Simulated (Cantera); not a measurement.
Input: 1 mol FeS, 50 mol H₂, 0.51 mol N₂, equilibrated at 900 K and 10.0 Torr.

Cantera equilibrium calculation (NASA polynomials, part measured and part estimated; ideal gas, pure solids and liquids). Candidate condensed phases: Fe, FeS, FeS₂, S; 16 gas species. FeS: taken at fixed stoichiometry. Equilibrium is a limit: real reactors are often held back by kinetics, nucleation or transport.

Base state: H₂ 0.989, N₂ 0.0101, H₂S 0.000455 (mole fractions); condensed: Fe(α) + FeS(s).

What changes in the equilibrium state with this change: temperature from 900 K to 1023 K?


```
species        before    after
-----------  --------  -------
H₂              0.989    0.989
N₂             0.0101   0.0101
H₂S          0.000455  0.00130
Fe(α), mol     0.0230   0.0657
FeS(s), mol     0.977    0.934
```
Mutual solubility and eutectic melting of coexisting phases are not modelled.
